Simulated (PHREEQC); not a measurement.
Dissolve 0.02 mol/kgw HF and 0.006 mol/kgw NH4HF2 at 25 °C and 50 atm. Closed to the air; pH follows from the charge balance.

The numbers come from PHREEQC with the ion-association model, phreeqc.dat.

Each row changes one thing in this solution. This is a speciation only: nothing precipitates in the calculation.

| case | pH | ionic strength (mol/kgw) | HF (mol/kgw) | F- (mol/kgw) | HF2- (mol/kgw) |
|---|---|---|---|---|---|
| as made | 2.65 | 0.00843 | 0.0229 | 0.00776 | 0.000668 |
| HF left out | 3.22 | 0.00665 | 0.00522 | 0.00652 | 0.000128 |
| NH4HF2 left out | 2.46 | 0.00365 | 0.0161 | 0.00344 | 0.000209 |
| HF replaced by H2SiF6 at the same molality | 1.54 | 0.0603 | 0.0117 | 0.000351 | 1.55e-5 |
| HF from 0.02 to 0.1 mol/kgw | 2.15 | 0.0139 | 0.0944 | 0.0103 | 0.00364 |
| HF replaced by (NH4)2SiF6 at the same molality | 3.17 | 0.0668 | 0.00508 | 0.00667 | 0.000127 |
| HF replaced by NaBF4 at the same molality | 3.10 | 0.0269 | 0.00678 | 0.00683 | 0.000174 |
| diluted 100-fold with water | 3.73 | 0.000252 | 6.80e-5 | 0.000252 | 6.43e-8 |

Under pressure, the constants of complexes without a molar volume in the database are unreliable. Real BF4- forms and hydrolyses slowly; the run takes it at equilibrium.
